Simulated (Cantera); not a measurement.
Input: 1 mol CuO, 6.9 mol H2, 0.058 mol H2O, at 3.40 bar.

These are equilibrium values from Cantera (NASA tables, ideal gas, pure condensed phases), not measurements of a reactor. Candidate condensed phases: Cu, CuO, Cu(OH)2, Cu2O, H2O; 12 gas species. The numbers say what is thermodynamically allowed, not how fast it happens.

Which condensed phases are stable at each of these points (T (K)): 1098, 1198, 1298, 1398, 1498, 1598, 1698, 1798, 1898, 1998, 2098, 2198?


```
T (K)  condensed phases  Cu condensed (%)
-----  ----------------  ----------------
1098              Cu(s)             100.0
1198              Cu(s)             100.0
1298              Cu(s)             100.0
1398              Cu(l)             100.0
1498              Cu(l)             100.0
1598              Cu(l)             100.0
1698              Cu(l)             100.0
1798              Cu(l)              99.9
1898              Cu(l)              99.7
1998              Cu(l)              99.1
2098              Cu(l)              97.9
2198              Cu(l)              95.2
```

From 1098 K to 1298 K the condensed part is Cu(s). From 1398 K to 2198 K the condensed part is Cu(l).
